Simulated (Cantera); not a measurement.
An isothermal, constant-pressure homogeneous reactor starts with NH3 : N2 = 1 : 12 (molar parts), at 1973 K and 0.336 atm. Integrator tolerance rtol = 1e-08.

Computed with Cantera and the gas-phase N/H chemistry of the illustrative SiF4/NH3 mechanism in the Surface Chemkin manual (1991). Walls and surfaces, which speed up NH3 decomposition in real reactors, are not modelled.

Q: What does this change do: pressure from 0.336 atm to 0.0132 atm?

A: 
```csv
quantity,before,after
x(NH3) at 8.00 s,2.80e-6 (gas-phase equilibrium 2.35e-7),0.00120 (gas-phase equilibrium 8.97e-9)
x(H) at 8.00 s,0.000761 (gas-phase equilibrium 0.000761),0.000449 (gas-phase equilibrium 0.00381)
x(NH2) at 8.00 s,5.75e-8 (gas-phase equilibrium 4.82e-9),1.48e-5 (gas-phase equilibrium 9.38e-10)
x(NH) at 8.00 s,1.44e-8 (gas-phase equilibrium 1.20e-9),2.17e-6 (gas-phase equilibrium 1.19e-9)
x(H2) at 8.00 s,0.107 (gas-phase equilibrium 0.107),0.105 (gas-phase equilibrium 0.105)
```
